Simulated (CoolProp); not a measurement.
Saturation properties of 1,2-dichloroethane (Tc = 288.4 °C, pc = 5.226 MPa, ω = 0.269).

Computed with CoolProp (reference Helmholtz-energy equation of state, Thol 2015).

```
T (°C)  p (MPa)  vapour density (kg/m³)  liquid cp (kJ/(kg K))
------  -------  ----------------------  ---------------------
24.45   0.01024                  0.4117                  1.302
26.95   0.01153                  0.4600                  1.304
29.55   0.01302                  0.5150                  1.306
32.05   0.01459                  0.5728                  1.308
34.65   0.01639                  0.6384                  1.310
37.15   0.01829                  0.7072                  1.312
39.75   0.02045                  0.7850                  1.315
42.25   0.02273                  0.8661                  1.317
44.85   0.02532                  0.9575                  1.320
47.35   0.02802                   1.053                  1.322
49.95   0.03109                   1.159                  1.325
52.45   0.03429                   1.270                  1.327
54.95   0.03775                   1.389                  1.330
57.55   0.04164                   1.522                  1.333
60.05   0.04569                   1.659                  1.336
```

It boils at 83.5 °C under 1 atm.
